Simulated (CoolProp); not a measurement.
Saturation properties of R141b.

Values from CoolProp's reference Helmholtz-energy equation of state, Lemmon 2006. It is a short technical equation, of lower accuracy than the large ones.

```csv
T (°C),p (MPa),liquid cp (kJ/(kg K)),liquid conductivity (mW/(m K))
17.85,0.05980,1.145,92.9
40.55,0.1353,?,?
63.15,0.2693,1.215,80.5
85.75,0.4860,1.262,74.8
108.45,0.8142,1.323,69.5
131.05,1.280,1.405,64.8
153.75,1.920,?,?
176.35,2.768,1.826,56.8
```

Fill in the missing entries.


- 40.55, liquid cp (kJ/(kg K)): 1.176
- 40.55, liquid conductivity (mW/(m K)): 86.6
- 153.75, liquid cp (kJ/(kg K)): 1.536
- 153.75, liquid conductivity (mW/(m K)): 60.5

It boils at 32.0 °C under 1 atm.

Thermal conductivity comes from a separate model (Huber 2003), an estimate that may be off by 10 % or more.
